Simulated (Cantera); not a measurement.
A closed system holds: 1 mol Si3N4, 0.62 mol H2O, 0.9 mol H2, 16 mol HF, held at 0.133 bar.

Cantera equilibrium calculation (NASA polynomials, part measured and part estimated; ideal gas, pure solids and liquids). Candidate condensed phases: H2O, Si, SiO2, Si2N2O, Si3N4; 58 gas species. The tables hold silica as quartz up to 1696 K and as liquid above; real silica turns to tridymite and cristobalite and melts near 1996 K. The numbers say what is thermodynamically allowed, not how fast it happens.

Problem. Which condensed phases are stable at each of these points (T (°C)): 677, 727, 777, 827, 877, 927, 977, 1027?

Solution. 
```json
[
 {"T (°C)": "677", "condensed phases": "gas only", "Si condensed (%)": "0.0"},
 {"T (°C)": "727", "condensed phases": "gas only", "Si condensed (%)": "0.0"},
 {"T (°C)": "777", "condensed phases": "gas only", "Si condensed (%)": "0.0"},
 {"T (°C)": "827", "condensed phases": "gas only", "Si condensed (%)": "0.0"},
 {"T (°C)": "877", "condensed phases": "gas only", "Si condensed (%)": "0.0"},
 {"T (°C)": "927", "condensed phases": "SiO2(β-quartz)", "Si condensed (%)": "0.2"},
 {"T (°C)": "977", "condensed phases": "SiO2(β-quartz)", "Si condensed (%)": "1.5"},
 {"T (°C)": "1027", "condensed phases": "SiO2(β-quartz)", "Si condensed (%)": "2.6"}
]
```

From 677 °C to 877 °C nothing is condensed. From 927 °C to 1027 °C the condensed part is SiO2(β-quartz).
